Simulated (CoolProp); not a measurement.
A closed Brayton cycle with carbon dioxide: compressor inlet 310.15 K and 9.6 MPa, high pressure 19.1 MPa, turbine inlet 885 K, compressor efficiency 0.85, turbine efficiency 0.85, recuperator effectiveness 0 (on enthalpy, no pinch check). Each further row changes one setting.

Computed with CoolProp (reference Helmholtz-energy equation of state, Span 1996).

```tsv
case	thermal efficiency (%)	net work (kJ/kg)	compressor to turbine work	compressor exit (K)	turbine exit (K)
as stated	9.9	78.6	0.17	329.6	802.4
turbine inlet 835 K	9.9	[?]	[?]	329.6	755.3
compressor inlet 320.15 K	9.9	70.2	0.26	361.9	802.4
high pressure 16.2 MPa	7.7	61.5	[?]	[?]	821.8
recuperator effectiveness 0.5	[?]	78.6	0.17	329.6	802.4
```

Complete the blanks.


- turbine inlet 835 K, net work (kJ/kg): 72.7
- turbine inlet 835 K, compressor to turbine work: 0.18
- high pressure 16.2 MPa, compressor to turbine work: 0.15
- high pressure 16.2 MPa, compressor exit (K): 324.6
- recuperator effectiveness 0.5, thermal efficiency (%): 15.8
